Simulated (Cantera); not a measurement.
A freely propagating, adiabatic, planar premixed flame of 43.4 % H₂, 8.33 % O₂, 30.9 % N₂, 17.4 % H₂O, equivalence ratio 2.6, unburnt at 650 K and 101000 Pa; mixture-averaged transport, grid criteria slope 0.08 and curve 0.16, no radiation.

Computed with Cantera and the H2/O2 subset of GRI-Mech 3.0, which has no nitrogen chemistry. Burning velocities carry a grid error of a few per cent, more on coarse grids.

x: mole fraction of selected species; z is measured from the peak of heat release.

| z (mm) | T (K) | u (m/s) | x H₂ | x O₂ | x H₂O | x OH | x H₂O₂ | x H |
|---|---|---|---|---|---|---|---|---|
| -1.29 | 650 | 6.92 | 0.434 | 0.0833 | 0.174 | <1e-8 | <1e-8 | <1e-8 |
| -0.858 | 650 | 6.92 | 0.434 | 0.0833 | 0.174 | <1e-8 | <1e-8 | <1e-8 |
| -0.644 | 650 | 6.92 | 0.434 | 0.0833 | 0.174 | <1e-8 | <1e-8 | <1e-8 |
| -0.429 | 650 | 6.92 | 0.434 | 0.0834 | 0.174 | <1e-8 | ? | 1.53e-7 |
| -0.215 | 688 | 7.25 | 0.427 | 0.0830 | 0.178 | 5.71e-5 | ? | 0.000262 |
| -0.107 | 875 | 9.04 | 0.401 | 0.0764 | 0.200 | 0.000358 | ? | 0.00421 |
| 0 | 1165 | 11.8 | 0.348 | 0.0542 | 0.252 | 0.000861 | ? | 0.0204 |
| 0.107 | 1377 | 13.8 | 0.294 | 0.0232 | 0.314 | 0.00167 | ? | 0.0397 |
| 0.215 | 1483 | 14.9 | 0.270 | 0.00703 | 0.346 | 0.00200 | ? | 0.0465 |
| 0.429 | 1571 | 15.7 | 0.265 | 0.000766 | 0.360 | 0.00210 | ? | 0.0425 |
| 0.858 | 1649 | 16.4 | 0.271 | 0.000132 | 0.363 | 0.00195 | ? | 0.0324 |
| 1.72 | 1718 | 16.9 | 0.277 | 6.14e-5 | 0.366 | 0.00159 | ? | 0.0222 |
| 3.43 | 1772 | 17.4 | 0.282 | 2.65e-5 | 0.368 | 0.00113 | ? | 0.0141 |

Question: Fill in the missing entries.

Answer: 
- -0.429, x H₂O₂: 1.58e-8
- -0.215, x H₂O₂: 7.43e-6
- -0.107, x H₂O₂: 1.14e-5
- 0, x H₂O₂: 2.57e-6
- 0.107, x H₂O₂: 9.81e-7
- 0.215, x H₂O₂: 6.46e-7
- 0.429, x H₂O₂: 4.26e-7
- 0.858, x H₂O₂: 2.65e-7
- 1.72, x H₂O₂: 1.40e-7
- 3.43, x H₂O₂: 6.42e-8
